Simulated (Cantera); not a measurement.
Charge: 1 mol Cu₂O, 1.5 mol CH₄, 0.7 mol H₂, equilibrated at 1575 K and 10.0 mbar.

These are equilibrium values from Cantera (NASA tables, ideal gas, pure condensed phases), not measurements of a reactor. Candidate condensed phases: C, C₆H₆, C₇H₈, C₈H₁₈, Cu, CuO, Cu(OH)₂, Cu₂O, H₂O; 113 gas species. Kinetics and transport are ignored.

Base state: H₂ 0.785, CO 0.212, Cu 0.00273, H 0.000368, C₂H₂ (acetylene) 1.66e-5, CH₄ 1.12e-5 (mole fractions); condensed: C(graphite) + Cu(l).

Question: What changes in the equilibrium state with this change: CH₄ from 1.5 to 0.46 mol?

Answer: 
```
species             before     after
----------------  --------  --------
H₂                   0.785     0.546
H₂O                1.71e-6     0.231
CO                   0.212     0.192
CO₂                1.59e-7    0.0281
Cu                 0.00273   0.00273
C₂H₂ (acetylene)   1.66e-5     <1e-9
CH₄                1.12e-5     <1e-9
H                 0.000368  0.000307
C(graphite), mol     0.500         0
Cu(l), mol            1.99      1.99
```

Question: What changes in the equilibrium state with this change: temperature from 1575 K to 1550 K?

Answer: 
```
species             before     after
----------------  --------  --------
H₂                   0.785     0.785
CO                   0.212     0.212
Cu                 0.00273   0.00186
H                 0.000368  0.000279
C₂H₂ (acetylene)   1.66e-5   1.26e-5
CH₄                1.12e-5   1.25e-5
C(graphite), mol     0.500     0.500
Cu(l), mol            1.99      1.99
```
